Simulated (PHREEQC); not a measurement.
Dissolve 14 mmol/kgw Cu(NO3)2, 50 mmol/kgw HBF4 and 0.091 mmol/kgw NaCl at 25 °C. Closed to the air; pH follows from the charge balance.

Equilibrium calculation in PHREEQC: ion-association model, wateq4f.dat.

Q: The ionic strength comes out as 0.0899 mol/kgw. What activity coefficients do BF2(OH)2-, Cu+2, Na+, NO3-, F- get?

A: BF2(OH)2- 0.75, Cu+2 0.41, Na+ 0.79, NO3- 0.76, F- 0.77.

No solid was allowed to form. Species that the database lacks are ignored. Real BF4- forms and hydrolyses slowly; the run takes it at equilibrium.
